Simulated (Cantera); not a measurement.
A perfectly stirred reactor is fed with 7.02 % CH₄, 17.3 % O₂, 65.1 % N₂, 10.5 % CO₂, equivalence ratio 0.81, at 0.770 atm; it is adiabatic with a 450 K inlet, and is followed from long to short residence time, starting on the burning branch (τ in s: 0.33, 0.13, 0.051, 0.02, 0.0078, 0.003, 0.0012, 0.00046, 0.00018, 7.1e-05, 2.8e-05, 1.1e-05, 4.2e-06).

Model: GRI-Mech 3.0 (53 species, 325 reactions), integrated in Cantera.

x: mole fraction; the columns are a selection and need not sum to one.

```tsv
τ (s)	T (K)	x CH₄	x O₂	x CO₂	x O	x NO	x C₂H₆	x CO
0.33	1894	4.01e-6	0.0333	0.174	[?]	7.86e-5	1.75e-11	0.00138
0.13	1886	7.72e-6	0.0337	0.173	[?]	5.44e-5	5.33e-11	0.00220
0.051	1872	1.44e-5	0.0343	0.171	[?]	4.04e-5	1.43e-10	0.00362
0.020	1849	2.71e-5	0.0354	0.169	[?]	3.09e-5	3.66e-10	0.00586
0.0078	1815	5.23e-5	0.0371	0.165	[?]	2.41e-5	9.73e-10	0.00910
0.0030	1768	0.000107	0.0395	0.160	[?]	1.88e-5	2.94e-9	0.0134
0.0012	1710	0.000228	0.0425	0.154	[?]	1.41e-5	1.05e-8	0.0184
0.00046	1636	0.000587	0.0472	0.146	[?]	8.80e-6	6.26e-8	0.0249
0.00018	450	0.0702	0.173	0.105	<1e-12	<1e-12	<1e-12	<1e-12
7.1e-5	450	0.0702	0.173	0.105	<1e-12	<1e-12	<1e-12	<1e-12
2.8e-5	450	0.0702	0.173	0.105	<1e-12	<1e-12	<1e-12	<1e-12
1.1e-5	450	0.0702	0.173	0.105	<1e-12	<1e-12	<1e-12	<1e-12
4.2e-6	450	0.0702	0.173	0.105	<1e-12	<1e-12	<1e-12	<1e-12
```

Some entries are withheld; supply them.


- 0.33, x O: 0.000132
- 0.13, x O: 0.000210
- 0.051, x O: 0.000353
- 0.020, x O: 0.000597
- 0.0078, x O: 0.000983
- 0.0030, x O: 0.00154
- 0.0012, x O: 0.00217
- 0.00046, x O: 0.00260
